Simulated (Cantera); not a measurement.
A freely propagating, adiabatic, planar premixed flame of C3H8 : O2 : N2 : H2O = 1 : 3.33 : 12.5 : 1.8 (molar parts), equivalence ratio 1.5, unburnt at 350 K and 3.65 atm; mixture-averaged transport, grid criteria slope 0.08 and curve 0.16, no radiation.

Model: GRI-Mech 3.0 (53 species, 325 reactions), integrated in Cantera. GRI-Mech 3.0 was tuned for natural gas; its chemistry of propane as a main component is partial and can be far from experiment. Burning velocities carry a grid error of a few per cent, more on coarse grids.

Task: What does this change do: inlet temperature 350 to 625 K?

Result: 
| quantity | before | after |
|---|---|---|
| laminar burning velocity | 9.67 cm/s | 40.5 cm/s |
| thermal thickness | 0.401 mm | 0.205 mm |
| peak x(H2O2) | 3.45e-5 | 2.29e-5 |

Task: What does this change do: O2 3.33 to 4.2 parts?

Result: 
```json
[
 {"quantity": "laminar burning velocity", "before": "9.67 cm/s", "after": "47.2 cm/s"},
 {"quantity": "thermal thickness", "before": "0.401 mm", "after": "0.108 mm"},
 {"quantity": "peak x(H2O2)", "before": "3.45e-5", "after": "6.68e-5"}
]
```
